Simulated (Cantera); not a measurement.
An adiabatic, constant-volume homogeneous reactor starts with C2H4 : O2 : N2 : H2O = 1 : 4.23 : 15.9 : 1.1 (molar parts), equivalence ratio 0.71, at 1498 K and 0.600 bar. Integrator tolerance rtol = 1e-08.

Model: GRI-Mech 3.0 (53 species, 325 reactions), integrated in Cantera. GRI-Mech 3.0 was tuned for natural gas; its chemistry of ethylene as a main component is partial and can be far from experiment.

Problem. What does this change do: O2 4.23 to 2.1 parts?

Solution. 
| quantity | before | after |
|---|---|---|
| time of steepest temperature rise | 54.7 µs | 71.0 µs |
| temperature at 2.00 s | 2748 K | 2642 K |
| equilibrium temperature | 2748 K | 2642 K |
| x(C2H4) at 2.00 s | <1e-12 (gas-phase equilibrium <1e-12) | <1e-12 (gas-phase equilibrium <1e-12) |
| x(O2) at 2.00 s | 0.0548 (gas-phase equilibrium 0.0548) | 0.00154 (gas-phase equilibrium 0.00154) |
| x(H2O) at 2.00 s | 0.113 (gas-phase equilibrium 0.113) | 0.109 (gas-phase equilibrium 0.109) |
| x(CH2CO) at 2.00 s | <1e-12 (gas-phase equilibrium <1e-12) | <1e-12 (gas-phase equilibrium <1e-12) |
| x(OH) at 2.00 s | 0.0216 (gas-phase equilibrium 0.0216) | 0.00656 (gas-phase equilibrium 0.00656) |
| x(CH2) at 2.00 s | <1e-12 (gas-phase equilibrium <1e-12) | <1e-12 (gas-phase equilibrium <1e-12) |
| x(C2H2) at 2.00 s | <1e-12 (gas-phase equilibrium <1e-12) | <1e-12 (gas-phase equilibrium <1e-12) |

Problem. What does this change do: constant pressure in place of constant volume?

Solution. 
```tsv
quantity	before	after
time of steepest temperature rise	54.7 µs	58.1 µs
temperature at 2.00 s	2748 K	2598 K
equilibrium temperature	2748 K	2598 K
x(C2H4) at 2.00 s	<1e-12 (gas-phase equilibrium <1e-12)	<1e-12 (gas-phase equilibrium <1e-12)
x(O2) at 2.00 s	0.0548 (gas-phase equilibrium 0.0548)	0.0548 (gas-phase equilibrium 0.0548)
x(H2O) at 2.00 s	0.113 (gas-phase equilibrium 0.113)	0.119 (gas-phase equilibrium 0.119)
x(CH2CO) at 2.00 s	<1e-12 (gas-phase equilibrium <1e-12)	<1e-12 (gas-phase equilibrium <1e-12)
x(OH) at 2.00 s	0.0216 (gas-phase equilibrium 0.0216)	0.0172 (gas-phase equilibrium 0.0172)
x(CH2) at 2.00 s	<1e-12 (gas-phase equilibrium <1e-12)	<1e-12 (gas-phase equilibrium <1e-12)
x(C2H2) at 2.00 s	<1e-12 (gas-phase equilibrium <1e-12)	<1e-12 (gas-phase equilibrium <1e-12)
```

Problem. What does this change do: pressure from 0.600 bar to 5.00 bar?

Solution. 
```csv
quantity,before,after
time of steepest temperature rise,54.7 µs,9.26 µs
temperature at 2.00 s,2748 K,2900 K
equilibrium temperature,2748 K,2900 K
x(C2H4) at 2.00 s,<1e-12 (gas-phase equilibrium <1e-12),<1e-12 (gas-phase equilibrium <1e-12)
x(O2) at 2.00 s,0.0548 (gas-phase equilibrium 0.0548),0.0509 (gas-phase equilibrium 0.0509)
x(H2O) at 2.00 s,0.113 (gas-phase equilibrium 0.113),0.120 (gas-phase equilibrium 0.120)
x(CH2CO) at 2.00 s,<1e-12 (gas-phase equilibrium <1e-12),<1e-12 (gas-phase equilibrium <1e-12)
x(OH) at 2.00 s,0.0216 (gas-phase equilibrium 0.0216),0.0184 (gas-phase equilibrium 0.0184)
x(CH2) at 2.00 s,<1e-12 (gas-phase equilibrium <1e-12),<1e-12 (gas-phase equilibrium <1e-12)
x(C2H2) at 2.00 s,<1e-12 (gas-phase equilibrium <1e-12),<1e-12 (gas-phase equilibrium <1e-12)
```
